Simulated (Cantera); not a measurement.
Feed: 1 mol MgCO₃, 3.6 mol SO₂, 0.61 mol CO₂, held at 1725 K and 17000 Pa.

Equilibrium computed with Cantera from the NASA thermochemical tables; the gas is ideal and each condensed phase is pure. Candidate condensed phases: C, Mg, MgCO₃, MgO, MgS, MgSO₄, S; 26 gas species. Kinetics and transport are ignored.

Base state: SO₂ 0.690, CO₂ 0.307, CO 0.00201, O₂ 0.00114, SO 0.000408, SO₃ 0.000133 (mole fractions); condensed: MgO(s).

### Question
What changes in the equilibrium state with this change: pressure from 17000 Pa to 170000 Pa?

### Answer
```
species        before     after
-----------  --------  --------
SO₂             0.690     0.690
CO₂             0.307     0.308
CO            0.00201  0.001000
O₂            0.00114  0.000466
SO₃          0.000133  0.000269
SO           0.000408  0.000202
MgO(s), mol      1.00      1.00
```
